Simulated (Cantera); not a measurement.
Input: 1 mol K₂CO₃, 0.044 mol CO₂, 0.092 mol H₂O, held at 2.90 bar.

Method: chemical equilibrium by Gibbs-energy minimisation in Cantera with the NASA 1993 tables (ideal gas, pure condensed phases). Candidate condensed phases: C, C₆H₆, C₇H₈, C₈H₁₈, H₂O, K, KOH, KO₂, K₂CO₃, K₂O, K₂O₂; 116 gas species. Rates play no part.

**Question.** Which condensed phases are stable at each of these points (T (K)): 798, 898, 998, 1098, 1198, 1298, 1398, 1498, 1598, 1698, 1798?

**Answer.** 
```
T (K)  condensed phases  K condensed (%)
-----  ----------------  ---------------
798            K₂CO₃(s)            100.0
898            K₂CO₃(s)            100.0
998            K₂CO₃(s)            100.0
1098           K₂CO₃(s)            100.0
1198           K₂CO₃(l)            100.0
1298           K₂CO₃(l)            100.0
1398           K₂CO₃(l)             99.9
1498           K₂CO₃(l)             99.8
1598           K₂CO₃(l)             99.4
1698           K₂CO₃(l)             98.5
1798           K₂CO₃(l)             96.7
```

From 798 K to 1098 K the condensed part is K₂CO₃(s). From 1198 K to 1798 K the condensed part is K₂CO₃(l).
